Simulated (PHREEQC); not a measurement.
PHREEQC input (ion-association model, wateq4f.dat):

```
SOLUTION_MASTER_SPECIES
  An  An-  0  An  62.0  # stands for a non-complexing anion
SOLUTION_SPECIES
  An- = An-
    -log_k 0
    -gamma 3.0 0
PHASES
  Fix_H+
    H+ = H+
    -log_k 0
SOLUTION 1
  temp 25
  units mmol/kgw
  pH 7 charge
  As(3) 8.6e-05
  Na 10.0001
  An 10
END
SELECTED_OUTPUT 1
  -reset false
  -pH true
  -pe true
  -ionic_strength true
  -water true
  -totals As Na As(3) As(5)
  -molalities Hfo_wOH Hfo_wOH2+ Hfo_wO- Hfo_sOH Hfo_sOH2+ Hfo_sO- Hfo_wH2AsO3
  -saturation_indices Arsenolite
USER_PUNCH 1
  -headings sigma psi
  10 PUNCH EDL("sigma", "Hfo"), EDL("psi", "Hfo")
PRINT
  -reset false
USE solution 1
SURFACE 1
  Hfo_wOH 8.53933e-05 600 0.038
  Hfo_sOH 2.13483e-06
EQUILIBRIUM_PHASES 1
  Fix_H+ -4 HAn 10
    -force_equality true
END
# ... the last block is repeated for the other 16 points of pH, with NaOH or the acid as the point needs
```

Selected output (columns that matter, 17 of 17 rows; pH added in front):

```
pH	mu	As	Na	m_Hfo_wOH	m_Hfo_wOH2+	m_Hfo_wO-	m_Hfo_sOH	m_Hfo_sOH2+	m_Hfo_sO-	m_Hfo_wH2AsO3	si_Arsenolite	sigma	psi
4	0.010135	8.6972e-09	0.01	3.4488e-05	5.0286e-05	5.4186e-07	8.6298e-07	1.2583e-06	1.3559e-08	7.7301e-08	-14.739	0.21579	0.18493
4.5	0.010054	6.7031e-09	0.01	4.5902e-05	3.8147e-05	1.2653e-06	1.1486e-06	9.5455e-07	3.1663e-08	7.9294e-08	-14.965	0.15999	0.1698
5	0.010024	5.7199e-09	0.01	5.446e-05	2.8466e-05	2.3869e-06	1.3628e-06	7.1231e-07	5.9729e-08	8.0275e-08	-15.103	0.11313	0.15214
5.5	0.010013	5.2254e-09	0.01	5.9989e-05	2.1487e-05	3.8369e-06	1.5011e-06	5.3767e-07	9.6012e-08	8.0767e-08	-15.181	0.076566	0.13227
6	0.010007	4.9871e-09	0.01	6.3072e-05	1.6824e-05	5.4168e-06	1.5783e-06	4.2099e-07	1.3555e-07	8.1002e-08	-15.223	0.049484	0.11026
6.5	0.010004	4.8865e-09	0.01	6.4557e-05	1.3874e-05	6.8817e-06	1.6155e-06	3.4717e-07	1.722e-07	8.1098e-08	-15.242	0.030332	0.086235
7	0.010002	4.8665e-09	0.01	6.5184e-05	1.2052e-05	8.0765e-06	1.6311e-06	3.0158e-07	2.0211e-07	8.1114e-08	-15.25	0.017245	0.060522
7.5	0.010001	4.927e-09	0.01	6.5418e-05	1.0896e-05	8.9974e-06	1.637e-06	2.7267e-07	2.2515e-07	8.1051e-08	-15.254	0.0082379	0.033625
8	0.010001	5.1649e-09	0.010001	6.5486e-05	1.0074e-05	9.7524e-06	1.6387e-06	2.5208e-07	2.4404e-07	8.081e-08	-15.257	0.001394	0.0060906
8.5	0.010004	5.9254e-09	0.010005	6.5463e-05	9.3412e-06	1.051e-05	1.6381e-06	2.3375e-07	2.6298e-07	8.0047e-08	-15.265	-0.0050688	-0.021557
9	0.010013	8.2515e-09	0.010014	6.532e-05	8.5107e-06	1.1485e-05	1.6345e-06	2.1296e-07	2.8738e-07	7.7719e-08	-15.289	-0.012902	-0.048799
9.5	0.010038	1.4847e-08	0.010041	6.491e-05	7.4421e-06	1.297e-05	1.6241e-06	1.8621e-07	3.2451e-07	7.1124e-08	-15.36	-0.02398	-0.075092
10	0.010116	3.0152e-08	0.010121	6.3878e-05	6.077e-06	1.5382e-05	1.598e-06	1.5202e-07	3.848e-07	5.5827e-08	-15.557	-0.040366	-0.099875
10.5	0.01036	5.3419e-08	0.010367	6.1542e-05	4.4884e-06	1.9331e-05	1.5391e-06	1.1225e-07	4.8345e-07	3.257e-08	-15.993	-0.064386	-0.12263
11	0.011129	7.278e-08	0.011141	5.677e-05	2.8681e-06	2.5742e-05	1.4195e-06	7.1713e-08	6.4365e-07	1.3214e-08	-16.706	-0.099228	-0.14277
11.5	0.013588	8.2072e-08	0.013606	4.7716e-05	1.4395e-06	3.6234e-05	1.1929e-06	3.5988e-08	9.059e-07	3.9245e-09	-17.61	-0.15094	-0.1591
12	0.021623	8.518e-08	0.02165	3.1833e-05	4.3699e-07	5.3123e-05	7.9583e-07	1.0925e-08	1.3281e-06	8.1764e-10	-18.62	-0.22855	-0.16845
```
